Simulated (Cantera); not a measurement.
Input: 1 mol Si3N4, 0.013 mol H2O, a varied amount of H2, at 1275 K and 2.50e-6 bar.

Equilibrium computed with Cantera from the NASA thermochemical tables; the gas is ideal and each condensed phase is pure. Candidate condensed phases: H2O, Si, SiO2, Si2N2O, Si3N4; 35 gas species. Mutual solubility and eutectic melting of coexisting phases are not modelled. Kinetics and transport are ignored.

**Question.** Which condensed phases are stable at each of these points (n(H2) (mol)): 4.6, 5.7, 7, 8.5, 10, 13, 16, 19, 24, 29, 35, 43?

**Answer.** 
| n(H2) (mol) | condensed phases | Si condensed (%) |
|---|---|---|
| 4.6 | Si(s) + Si2N2O(s) + Si3N4(s) | 99.9 |
| 5.7 | Si(s) + Si2N2O(s) + Si3N4(s) | 99.9 |
| 7 | Si(s) + Si2N2O(s) + Si3N4(s) | 99.9 |
| 8.5 | Si(s) + Si2N2O(s) + Si3N4(s) | 99.8 |
| 10 | Si(s) + Si2N2O(s) + Si3N4(s) | 99.8 |
| 13 | Si(s) + Si2N2O(s) + Si3N4(s) | 99.7 |
| 16 | Si(s) + Si2N2O(s) + Si3N4(s) | 99.7 |
| 19 | Si(s) + Si2N2O(s) | 99.6 |
| 24 | Si(s) | 99.6 |
| 29 | Si(s) | 99.6 |
| 35 | Si(s) | 99.6 |
| 43 | Si(s) | 99.6 |

From 4.6 mol H2 to 16 mol H2 the condensed part is Si(s) + Si2N2O(s) + Si3N4(s). At 19 mol H2 the condensed part is Si(s) + Si2N2O(s). From 24 mol H2 to 43 mol H2 the condensed part is Si(s).
